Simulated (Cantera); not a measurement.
Feed: 1 mol Pb, 0.21 mol H2O, 36 mol CO, 2.4 mol CO2, at 0.360 Torr.

Equilibrium computed with Cantera from the NASA thermochemical tables; the gas is ideal and each condensed phase is pure. Candidate condensed phases: C, C6H6, C7H8, C8H18, H2O, Pb, PbO, PbO2, Pb3O4; 113 gas species. Kinetics and transport are ignored.

### Question
Which condensed phases are stable at each of these points (T (°C)): 700, 750, 800, 850, 900, 950, 1000, 1050, 1100, 1150, 1200?

### Answer
```json
[
 {"T (°C)": "700", "condensed phases": "Pb(l)", "Pb condensed (%)": "28.3"},
 {"T (°C)": "750", "condensed phases": "gas only", "Pb condensed (%)": "0.0"},
 {"T (°C)": "800", "condensed phases": "gas only", "Pb condensed (%)": "0.0"},
 {"T (°C)": "850", "condensed phases": "gas only", "Pb condensed (%)": "0.0"},
 {"T (°C)": "900", "condensed phases": "gas only", "Pb condensed (%)": "0.0"},
 {"T (°C)": "950", "condensed phases": "gas only", "Pb condensed (%)": "0.0"},
 {"T (°C)": "1000", "condensed phases": "gas only", "Pb condensed (%)": "0.0"},
 {"T (°C)": "1050", "condensed phases": "gas only", "Pb condensed (%)": "0.0"},
 {"T (°C)": "1100", "condensed phases": "gas only", "Pb condensed (%)": "0.0"},
 {"T (°C)": "1150", "condensed phases": "gas only", "Pb condensed (%)": "0.0"},
 {"T (°C)": "1200", "condensed phases": "gas only", "Pb condensed (%)": "0.0"}
]
```

At 700 °C the condensed part is Pb(l). From 750 °C to 1200 °C nothing is condensed.
